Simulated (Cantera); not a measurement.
Feed: 1 mol Si, 2.1 mol H2O, 290 mol N2, held at 1375 K and 0.133 bar.

Equilibrium computed with Cantera from the NASA thermochemical tables; the gas is ideal and each condensed phase is pure. Candidate condensed phases: H2O, Si, SiO2, Si2N2O, Si3N4; 35 gas species. The tables hold silica as quartz up to 1696 K and as liquid above; real silica turns to tridymite and cristobalite and melts near 1996 K. Kinetics and transport are ignored.

**Question.** What is the equilibrium state?

**Answer.** 
```
Item                                 Result
--------------------------------  ---------
x(N2)                                 0.993
x(H2)                               0.00685
x(H2O)                             0.000342
n(SiO2(β-quartz))                 1.000 mol
gas amount                        292.1 mol
log10 activity of Si(s) (absent)      -9.63
```
